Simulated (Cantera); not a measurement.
A Cantera script and what it prints.

```python
import numpy as np
import cantera as ct

gas_names = """
    H HO2 H2 H2O H2O2 Li LiH LiO LiOH Li2 Li2O Li2O2 Li2O2H2 O OH O2 O3
""".split()
cond_names = """
    H2O(s) H2O(L) Li(cr) Li(L) LiH(s) LiH(L) LiOH(s) LiOH(L) Li2O(s) Li2O(L)
""".split()


def load(file, names, dense=False):
    # The tables refer to 1 bar. Condensed volumes are neglected.
    table = {s.name: s for s in ct.Species.list_from_file(file)}
    out = []
    for n in names:
        d = dict(table[n].input_data)
        d["thermo"] = dict(d["thermo"], **{"reference-pressure": 1e5})
        if dense:
            d["equation-of-state"] = {"model": "constant-volume", "density": "1e6 g/cm^3"}
        out.append(ct.Species.from_dict(d))
    return out


gas = ct.Solution(thermo="ideal-gas", species=load("nasa_gas.yaml", gas_names))
cond = {s.name: ct.Solution(thermo="fixed-stoichiometry", species=[s], name=s.name)
        for s in load("nasa_condensed.yaml", cond_names, dense=True)}
atoms = {
    'LiOH': {'Li': 1, 'O': 1, 'H': 1},
    'H2': {'H': 2},
    'O2': {'O': 2},
}
top_T = {}  # K; cautious upper limits of use, not melting points


def equilibrate(T, P, feed):
    n = {}
    for name, mol in feed.items():
        for a, k in atoms[name].items():
            n[a] = n.get(a, 0.0) + k * mol
    gas.TPX = T, P, n
    mass = sum(n.values()) * gas.mean_molecular_weight
    gas.equilibrate("TP")
    valid = [c for c in cond.values() if c.min_temp <= T <= top_T.get(c.name, c.max_temp)]
    mix = ct.Mixture([(gas, mass / gas.mean_molecular_weight)] + [(c, 0.0) for c in valid])
    mix.T, mix.P = T, P
    mix.equilibrate("TP", solver="vcs", rtol=1e-11, max_steps=5000)
    return mix


results = []
feed = {'LiOH': 1, 'H2': 1, 'O2': 1.4}  # mol
T = 1250  # K
P = 23000  # Pa
mix = equilibrate(T, P, feed)
results.append((T, P, feed, dict(zip(mix.species_names, mix.species_moles))))
x = sorted(zip(gas.X, gas.species_names), reverse=True)
print(f"T = {T:g} K  P = {P:g} Pa  gas = {mix.phase_moles(0):.4g} mol")
print("   x: " + "  ".join(f"{s} {v:.3e}" for v, s in x if v > 1e-05))
print("   condensed (mol): " + ("  ".join(f"{mix.phase(i).name} {mix.phase_moles(i):.4g}"
      for i in range(1, mix.n_phases) if mix.phase_moles(i) > 1e-12) or "none"))
```

Result:

```
T = 1250 K  P = 23000 Pa  gas = 2.403 mol
   x: H2O 6.225e-01  O2 3.745e-01  LiOH 2.883e-03  Li2O2H2 1.265e-04  OH 2.393e-05
   condensed (mol): Li2O(s) 0.4962
```

Method: chemical equilibrium by Gibbs-energy minimisation in Cantera with the NASA 1993 tables (ideal gas, pure condensed phases).
